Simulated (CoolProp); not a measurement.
Values from CoolProp's reference Helmholtz-energy equation of state, Thol 2016.

Problem. For hexamethyldisiloxane (MM), give the phase and the cv (kJ/(kg K)), fugacity coefficient at 56.65 °C and 54.3 kPa; 56.65 °C and 1720 kPa; 56.65 °C and 3050 kPa.

Solution. 
- 56.65 °C and 54.3 kPa: liquid; cv 1.62, fugacity coefficient 0.415
- 56.65 °C and 1720 kPa: liquid; cv 1.62, fugacity coefficient 0.0150
- 56.65 °C and 3050 kPa: liquid; cv 1.62, fugacity coefficient 0.00943
